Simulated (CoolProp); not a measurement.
A single-stage vapour-compression cycle with R152A: evaporating at 271.15 K (dew point), condensing at 301.15 K (bubble point), superheat 5 K, subcooling 0 K, compressor efficiency 0.6, no pressure losses. Each further row changes one setting.

The numbers come from the reference Helmholtz-energy equation of state, Outcalt 1996 in CoolProp. It is a modified Benedict-Webb-Rubin equation, recast in Helmholtz form.

| case | cooling COP | pressure ratio | discharge temperature (K) | refrigerating effect (kJ/kg) | volumetric capacity (kJ/m³) |
|---|---|---|---|---|---|
| as stated | 4.78 | 2.65 | 334.1 | 262 | 1990 |
| evaporating temperature 276.15 K | 5.94 | ___ | 328.7 | ___ | 2400 |
| condensing temperature 296.15 K | ___ | 2.29 | 325.2 | 271 | 2060 |
| subcooling 5 K | ___ | 2.65 | 334.1 | 271 | 2060 |
| superheat 15 K | 4.75 | 2.65 | ___ | ___ | ___ |
| compressor efficiency 0.5 | ___ | 2.65 | 342.9 | 262 | 1990 |

Question: Complete the blanks.

Answer: 
- evaporating temperature 276.15 K, pressure ratio: 2.22
- evaporating temperature 276.15 K, refrigerating effect (kJ/kg): 266
- condensing temperature 296.15 K, cooling COP: 5.86
- subcooling 5 K, cooling COP: 4.94
- superheat 15 K, discharge temperature (K): 344.9
- superheat 15 K, refrigerating effect (kJ/kg): 273
- superheat 15 K, volumetric capacity (kJ/m³): 1980
- compressor efficiency 0.5, cooling COP: 3.98
